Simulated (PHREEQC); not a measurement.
PHREEQC input (ion-association model, wateq4f.dat):

```
SOLUTION_MASTER_SPECIES
  An  An-  0  An  62.0  # stands for a non-complexing anion
SOLUTION_SPECIES
  An- = An-
    -log_k 0
    -gamma 3.0 0
PHASES
  Fix_H+
    H+ = H+
    -log_k 0
SOLUTION 1
  temp 25
  units mmol/kgw
  pH 7 charge
  Na 300
  An 300
END
SELECTED_OUTPUT 1
  -reset false
  -pH true
  -pe true
  -ionic_strength true
  -water true
  -totals Na
  -molalities Hfo_wOH Hfo_wOH2+ Hfo_wO- Hfo_sOH Hfo_sOH2+ Hfo_sO-
USER_PUNCH 1
  -headings sigma psi
  10 PUNCH EDL("sigma", "Hfo"), EDL("psi", "Hfo")
PRINT
  -reset false
USE solution 1
SURFACE 1
  Hfo_wOH 0.000808989 600 0.36
  Hfo_sOH 2.02247e-05
EQUILIBRIUM_PHASES 1
  Fix_H+ -3 HAn 10
    -force_equality true
  O2(g) -0.68 10
END
# ... the last block is repeated for the other 16 points of pH, with NaOH or the acid as the point needs
```

Selected output (columns that matter, 17 of 17 rows; pH added in front):

```
pH	mu	Na	m_Hfo_wOH	m_Hfo_wOH2+	m_Hfo_wO-	m_Hfo_sOH	m_Hfo_sOH2+	m_Hfo_sO-	sigma	psi
3	0.30169	0.3	5.4562e-06	0.00080353	8.4874e-10	1.364e-07	2.0088e-05	2.1218e-11	0.36793	0.12552
3.5	0.30081	0.3	1.66e-05	0.00079238	7.9667e-09	4.15e-07	1.981e-05	1.9917e-10	0.36283	0.12489
4	0.30052	0.3	4.6802e-05	0.00076212	6.5843e-08	1.1701e-06	1.9053e-05	1.6461e-09	0.34894	0.12294
4.5	0.3004	0.3	0.00011288	0.00069569	4.1957e-07	2.822e-06	1.7392e-05	1.0489e-08	0.31836	0.11832
5	0.30031	0.3	0.00021774	0.0005894	1.8428e-06	5.4435e-06	1.4735e-05	4.6069e-08	0.26904	0.10988
5.5	0.30024	0.3	0.0003382	0.00046515	5.6333e-06	8.4551e-06	1.1629e-05	1.4083e-07	0.21041	0.097701
6	0.30017	0.3	0.00044653	0.00034939	1.3074e-05	1.1163e-05	8.7346e-06	3.2684e-07	0.154	0.082614
6.5	0.30012	0.3	0.00052823	0.00025577	2.4992e-05	1.3206e-05	6.3942e-06	6.248e-07	0.10567	0.065366
7	0.30007	0.3	0.00058121	0.00018622	4.1556e-05	1.453e-05	4.6556e-06	1.0389e-06	0.066243	0.046396
7.5	0.30004	0.3	0.00061	0.00013658	6.2413e-05	1.525e-05	3.4144e-06	1.5603e-06	0.033959	0.026026
8	0.30001	0.3	0.00062066	0.00010064	8.7686e-05	1.5517e-05	2.516e-06	2.1921e-06	0.0059325	0.004737
8.5	0.30003	0.30005	0.00061662	7.2926e-05	0.00011944	1.5416e-05	1.8231e-06	2.986e-06	-0.021299	-0.016733
9	0.30007	0.30013	0.00059648	5.0224e-05	0.00016228	1.4912e-05	1.2556e-06	4.0571e-06	-0.051312	-0.037583
9.5	0.30014	0.30024	0.0005549	3.1721e-05	0.00022237	1.3872e-05	7.9302e-07	5.5592e-06	-0.087298	-0.057212
10	0.30029	0.30044	0.00048607	1.7735e-05	0.00030518	1.2152e-05	4.4338e-07	7.6296e-06	-0.13162	-0.075255
10.5	0.30067	0.30088	0.00038843	8.3859e-06	0.00041217	9.7107e-06	2.0965e-07	1.0304e-05	-0.18489	-0.091351
11	0.30174	0.30201	0.00027018	3.1218e-06	0.00053568	6.7545e-06	7.8044e-08	1.3392e-05	-0.24386	-0.10487
```

The oxide is taken as insoluble; below pH 4 it would dissolve.
